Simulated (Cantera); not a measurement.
## Moist CO burnout

An isothermal, constant-pressure homogeneous reactor starts with CO : O2 : H2O : N2 = 0.014 : 0.01 : 0.0014 : 1 (molar parts), equivalence ratio 0.70, at 1350 K and 0.543 atm.

Model: GRI-Mech 3.0 (53 species, 325 reactions), integrated in Cantera.

```tsv
t (s)	x CO	x O2	x H2O	x OH	x H
1.00e-6	0.0137	0.00975	0.00137	<1e-12	<1e-12
6.13e-6	0.0137	0.00975	0.00137	<1e-12	<1e-12
3.76e-5	0.0137	0.00975	0.00137	1.25e-11	3.28e-12
0.000231	0.0137	0.00975	0.00137	2.70e-10	2.09e-10
0.00141	0.0137	0.00975	0.00137	1.42e-8	1.47e-8
0.00867	0.00887	0.00684	0.000860	0.000113	0.000755
0.0532	0.000611	0.00321	0.00131	4.48e-5	3.99e-5
0.326	3.03e-5	0.00295	0.00137	1.00e-5	4.57e-7
2.00	1.35e-6	0.00294	0.00137	2.38e-6	5.82e-9
```
x: mole fraction; the columns are a selection and need not sum to one.

Equilibrium at this temperature and pressure: CO 1.39e-7, O2 0.00291, H2O 0.00137, OH 8.59e-7, H 2.72e-10 (gas phase only).
